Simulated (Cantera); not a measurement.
Stirred combustor or abatement burner

A perfectly stirred reactor is fed with CH4 : O2 : N2 = 1 : 3.28 : 12.3 (molar parts), equivalence ratio 0.61, at 760 Torr; it is adiabatic with a 300 K inlet, and is followed from long to short residence time, starting on the burning branch (τ in s: 0.41, 0.14, 0.05, 0.018, 0.0062, 0.0022, 0.00076, 0.00027, 9.3e-05).

Computed with Cantera and GRI-Mech 3.0 (53 species, 325 reactions).

```csv
τ (s),T (K),x CH4,x O2,x CH2CO,x H,x H2O,x NO
0.41,1687,6.13e-6,0.0771,5.03e-10,3.76e-6,0.120,8.21e-6
0.14,1684,1.23e-5,0.0771,1.51e-9,1.01e-5,0.120,7.40e-6
0.050,1679,2.37e-5,0.0772,3.91e-9,2.68e-5,0.120,6.74e-6
0.018,1671,4.56e-5,0.0774,9.40e-9,7.05e-5,0.119,5.80e-6
0.0062,1654,9.17e-5,0.0778,2.27e-8,0.000187,0.118,4.84e-6
0.0022,1625,0.000190,0.0790,5.65e-8,0.000447,0.117,4.20e-6
0.00076,1569,0.000470,0.0819,1.87e-7,0.000924,0.115,3.25e-6
0.00027,300,0.0603,0.198,<1e-12,<1e-12,<1e-12,<1e-12
9.3e-5,300,0.0603,0.198,<1e-12,<1e-12,<1e-12,<1e-12
```
x: mole fraction; the columns are a selection and need not sum to one.
